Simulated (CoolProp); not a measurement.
Saturation properties of R114 (Tc = 147.5 °C, pc = 3352 kPa, ω = 0.252).

Computed with CoolProp (reference Helmholtz-energy equation of state, Platzer 1990). This equation is an older, rougher fit; its heat capacities, sound speeds and derivatives of the liquid may be far off and weren't checked against measurements.

| T (°C) | p (kPa) | liquid density (kg/m³) | enthalpy of vaporisation (kJ/kg) | surface tension (mN/m) |
|---|---|---|---|---|
| 53.85 | 495.0 | 1361 | ? | ? |
| 60.15 | ? | 1338 | 112.7 | 7.10 |
| 66.55 | 681.2 | 1315 | 109.4 | 6.44 |
| 72.95 | 792.7 | ? | 105.9 | 5.79 |
| 79.25 | 915.2 | 1265 | 102.2 | 5.17 |
| 85.65 | 1054 | 1238 | 98.22 | 4.55 |
| 92.05 | 1207 | 1209 | 93.95 | 3.95 |
| 98.35 | 1373 | 1179 | 89.39 | 3.37 |

**Question.** Complete the blanks.

**Answer.** 
- 53.85, enthalpy of vaporisation (kJ/kg): 115.7
- 53.85, surface tension (mN/m): 7.77
- 60.15, p (kPa): 581.8
- 72.95, liquid density (kg/m³): 1290

It boils at 3.6 °C under 1 atm.

Surface tension comes from a separate correlation (Mulero 2012).
